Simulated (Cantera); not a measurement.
A Cantera script and what it prints.

```python
import numpy as np
import cantera as ct

gas_names = """
    F F2 H HF H2 H2F2 H3F3 H4F4 H5F5 H6F6 H7F7 N NF NF2 NF3 NH NH2 NH3 N2 N2H2 N2H4 Si SiF SiF2 SiF3
    SiF4 SiH SiHF3 SiH2 SiH2F2 SiH3 SiH3F SiH4 SiN Si2 Si2N Si3
""".split()
cond_names = """
    Si(cr) Si(L) Si3N4(a)
""".split()


# ... load() reads the species with a 1 bar reference pressure and builds the phases ...
atoms = {
    'SiF4': {'Si': 1, 'F': 4},
    'NH3': {'N': 1, 'H': 3},
}
top_T = {'Si3N4(a)': 2400}  # K; cautious upper limits of use, not melting points


# ... equilibrate(T, P, feed) seeds the gas with the atoms and calls Mixture.equilibrate('TP', solver="vcs", rtol=1e-11, max_steps=5000) ...
results = []
feed = {'SiF4': 1, 'NH3': 4.5}  # mol
T = 1250  # K
P = 4300  # Pa
mix = equilibrate(T, P, feed)
results.append((T, P, feed, dict(zip(mix.species_names, mix.species_moles))))
x = sorted(zip(gas.X, gas.species_names), reverse=True)
print(f"T = {T:g} K  P = {P:g} Pa  gas = {mix.phase_moles(0):.4g} mol")
print("   x: " + "  ".join(f"{s} {v:.3e}" for v, s in x if v > 1e-05))
print("   condensed (mol): " + ("  ".join(f"{mix.phase(i).name} {mix.phase_moles(i):.4g}"
      for i in range(1, mix.n_phases) if mix.phase_moles(i) > 1e-12) or "none"))
```

It prints:

```
T = 1250 K  P = 4300 Pa  gas = 10 mol
   x: H2 6.725e-01  N2 2.247e-01  SiF4 9.773e-02  HF 3.116e-03  SiHF3 1.192e-03  SiF3 7.228e-04
   condensed (mol): Si3N4(a) 0.0009809
```

These are equilibrium values from Cantera (NASA tables, ideal gas, pure condensed phases), not measurements of a reactor. The tables' values for SiF3 are old estimates; treat these amounts as uncertain.
